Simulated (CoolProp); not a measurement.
Saturation properties of cyclohexane (Tc = 553.6 K, pc = 4081 kPa, ω = 0.209).

The numbers come from the reference Helmholtz-energy equation of state, Zhou 2014 in CoolProp.

| T (K) | p (kPa) | liquid density (kg/m³) | vapour density (kg/m³) | vapour viscosity (µPa s) |
|---|---|---|---|---|
| 428.7 | 617.1 | 637.1 | 16.82 | 9.83 |
| 431.2 | 647.7 | 634.0 | 17.65 | 9.90 |
| 433.7 | 679.4 | 630.9 | 18.51 | 9.97 |
| 436.2 | 712.2 | 627.8 | 19.40 | 10.1 |
| 438.6 | 744.8 | 624.8 | 20.29 | 10.1 |
| 441.1 | 779.9 | 621.6 | 21.25 | 10.2 |
| 443.6 | 816.2 | 618.4 | 22.25 | 10.3 |
| 446.1 | 853.7 | 615.1 | 23.29 | 10.4 |
| 448.6 | 892.5 | 611.8 | 24.38 | 10.5 |
| 451.1 | 932.6 | 608.5 | 25.50 | 10.5 |
| 453.6 | 974.0 | 605.1 | 26.67 | 10.6 |
| 456.1 | 1017 | 601.7 | 27.88 | 10.7 |
| 458.6 | 1061 | 598.2 | 29.15 | 10.8 |
| 461.1 | 1106 | 594.7 | 30.46 | 10.9 |
| 463.6 | 1153 | 591.1 | 31.83 | 11.0 |

It boils at 353.9 K under 1 atm.

Viscosity comes from a separate model (Tariq 2014).
